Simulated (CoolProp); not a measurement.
Properties of ethane along the isobar 28.6 MPa.

Model: reference Helmholtz-energy equation of state, Bücker 2006, in CoolProp.

```
T (K)          phase  cp (kJ/(kg K))  speed of sound (m/s)  expansivity (1/kK)  viscosity (µPa s)  fugacity coefficient
-----  -------------  --------------  --------------------  ------------------  -----------------  --------------------
203.1         liquid           2.366                  1406               1.875                170               0.02107
213           liquid           2.392                  1349               1.930                154               0.03033
222.9         liquid           2.420                  1292               1.991                141               0.04198
232.8         liquid           2.452                  1236               2.058                129               0.05614
242.8         liquid           2.487                  1181               2.131                119               0.07307
252.7         liquid           2.524                  1128               2.210                109               0.09242
262.6         liquid           2.565                  1076               2.295                101                0.1143
272.5         liquid           2.608                  1025               2.388               93.5                0.1384
282.4         liquid           2.653                 976.0               2.488               86.7                0.1648
292.3         liquid           2.701                 928.7               2.594               80.6                0.1930
302.3         liquid           2.751                 882.9               2.708               74.9                0.2231
312.2  supercritical           2.801                 839.5               2.826               69.9                0.2543
322.1  supercritical           2.853                 798.4               2.949               65.2                0.2865
332    supercritical           2.904                 759.6               3.074               61.0                0.3195
341.9  supercritical           2.954                 723.4               3.198               57.2                0.3529
351.9  supercritical           3.004                 689.5               3.321               53.6                0.3867
```

Viscosity comes from a separate model (Friend 1991).
